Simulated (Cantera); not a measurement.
Input: 1 mol (CH3)2SiCl2, 51 mol H2, held at 0.133 bar.

Equilibrium computed with Cantera from the NASA thermochemical tables; the gas is ideal and each condensed phase is pure. Candidate condensed phases: C, C6H6, C7H8, C8H18, Si, SiC; 109 gas species. The feed counts by its element totals alone. Gases not in the tables: Si2H6 and higher silanes. Rates play no part.

Which condensed phases are stable at each of these points (T (K)): 950, 1050, 1150, 1250, 1350, 1450, 1550, 1650, 1750, 1850, 1950, 2050, 2150?


| T (K) | condensed phases | Si condensed (%) |
|---|---|---|
| 950 | SiC(s) | 93.2 |
| 1050 | C(graphite) + SiC(s) | 99.0 |
| 1150 | C(graphite) + SiC(s) | 99.8 |
| 1250 | C(graphite) + SiC(s) | 99.9 |
| 1350 | C(graphite) + SiC(s) | 99.9 |
| 1450 | C(graphite) + SiC(s) | 99.9 |
| 1550 | C(graphite) + SiC(s) | 99.8 |
| 1650 | C(graphite) + SiC(s) | 99.7 |
| 1750 | C(graphite) + SiC(s) | 99.5 |
| 1850 | C(graphite) + SiC(s) | 99.3 |
| 1950 | C(graphite) + SiC(s) | 99.0 |
| 2050 | C(graphite) + SiC(s) | 98.5 |
| 2150 | C(graphite) + SiC(s) | 97.2 |

At 950 K the condensed part is SiC(s). From 1050 K to 2150 K the condensed part is C(graphite) + SiC(s).
